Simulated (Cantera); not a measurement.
An isothermal, constant-pressure homogeneous reactor starts with 6.46 % H2, 13.8 % O2, 79.8 % N2, equivalence ratio 0.23, at 850 K and 1.00 bar.

Cantera simulation using the H2/O2 subset of GRI-Mech 3.0, which has no nitrogen chemistry; the numbers are that mechanism's predictions, not measurements. Below about 950 K walls govern HO2 and H2O2 in real vessels. The temperature is held fixed by assumption; the heat of reaction is taken as removed at once.

Q: Predict: x(H2) at 20.0 s; x(O2) at 20.0 s; x(H2O) at 20.0 s; x(OH) at 20.0 s; x(O) at 20.0 s; x(HO2) at 20.0 s; x(H) at 20.0 s.

A: 
```
Property                                             Value
----------------  ----------------------------------------
x(H2) at 20.0 s      0.0175 (gas-phase equilibrium <1e-12)
x(O2) at 20.0 s        0.116 (gas-phase equilibrium 0.109)
x(H2O) at 20.0 s     0.0485 (gas-phase equilibrium 0.0668)
x(OH) at 20.0 s    9.51e-9 (gas-phase equilibrium 2.55e-9)
x(O) at 20.0 s      6.33e-9 (gas-phase equilibrium <1e-12)
x(HO2) at 20.0 s  8.99e-6 (gas-phase equilibrium 2.76e-11)
x(H) at 20.0 s      7.78e-9 (gas-phase equilibrium <1e-12)
```
